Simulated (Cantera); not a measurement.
A closed system holds: 1 mol C₂H₆, a varied amount of O₂, 11 mol H₂, equilibrated at 1102 °C and 7.50 Torr.

Equilibrium computed with Cantera from the NASA thermochemical tables; the gas is ideal and each condensed phase is pure. Candidate condensed phases: C, C₆H₆, C₇H₈, C₈H₁₈, H₂O; 110 gas species. Rates play no part.

x: gas mole fraction; n: condensed amount in mol.

```tsv
n(O₂) (mol)	x H₂	x CO	x H₂O	x CO₂	x CH₄	x H	x C₂H₂ (acetylene)	n C(graphite)
0.12	0.983	0.0169	7.62e-7	6.32e-9	4.81e-5	3.40e-5	1.75e-6	1.76
0.25	0.965	0.0345	1.53e-6	2.65e-8	4.64e-5	3.37e-5	1.72e-6	1.50
0.37	0.950	0.0502	2.19e-6	5.61e-8	4.49e-5	3.34e-5	1.69e-6	1.26
0.49	0.934	0.0654	2.81e-6	9.52e-8	4.35e-5	3.31e-5	1.66e-6	1.02
0.61	0.920	0.0802	3.39e-6	1.43e-7	4.21e-5	3.29e-5	1.64e-6	0.779
0.74	0.904	0.0956	3.98e-6	2.03e-7	4.07e-5	3.26e-5	1.61e-6	0.519
0.86	0.891	0.109	4.48e-6	2.66e-7	3.95e-5	3.23e-5	1.58e-6	0.279
0.98	0.877	0.123	4.96e-6	3.36e-7	3.83e-5	3.21e-5	1.56e-6	0.0394
1.1	0.863	0.124	0.0117	0.000813	[?]	3.18e-5	<1e-12	0
1.2	0.852	0.123	0.0234	0.00164	[?]	3.16e-5	<1e-12	0
1.4	0.828	0.122	0.0467	0.00332	[?]	3.12e-5	<1e-12	0
```

Problem. What belongs in the gaps?

Solution. 
- 1.1, x CH₄: 1.57e-8
- 1.2, x CH₄: 7.47e-9
- 1.4, x CH₄: 3.39e-9
